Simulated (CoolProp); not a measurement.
Vapour-liquid equilibrium of ethane (1) + propane (2) at 201.7 K; x and y are mole fractions of (1).

Computed with CoolProp (multi-fluid Helmholtz-energy mixture model, Bücker 2006 and Lemmon 2009; pair parameters Kunz 2012).

### Question
Give the bubble pressure and the first vapour's composition at x = 0.35, 0.65, 0.8. Is there an azeotrope?

### Answer
x = 0.35: 91.51 kPa, y = 0.834; x = 0.65: 155.0 kPa, y = 0.946; x = 0.8: 188.7 kPa, y = 0.975. No azeotrope shows between x = 0.05 and 0.95.

Pair parameters are fitted to limited data, so mixtures are less certain than the pure fluids.
